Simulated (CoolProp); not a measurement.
n-perfluorobutane along the isobar 10 MPa: density (kg/m³) from the reference equation and from simpler models built on Tc = 386.3 K, pc = 2.322 MPa, ω = 0.372; each cubic takes its own stable root.

The numbers come from the reference Helmholtz-energy equation of state, Gao 2022 in CoolProp.

```
T (K)   phase  reference
-----  ------  ---------
196.1  liquid       1880
208    liquid       1841
219.9  liquid       1803
231.8  liquid       1765
243.7  liquid       1728
255.5  liquid       1692
267.4  liquid       1655
279.3  liquid       1618
291.2  liquid       1581
303.1  liquid       1543
315    liquid       1505
326.9  liquid       1466
338.8  liquid       1426
```

Question: How far does each simpler model (van der Waals, Soave-Redlich-Kwong) lie from the reference over these 13 states: mean and median of the absolute difference, and the worst?

Answer: 
- van der Waals: mean 33.9 %, median 34.0 %, worst -37.3 % at 196.1 K and 10 MPa
- Soave-Redlich-Kwong: mean 4.3 %, median 3.9 %, worst -6.8 % at 196.1 K and 10 MPa
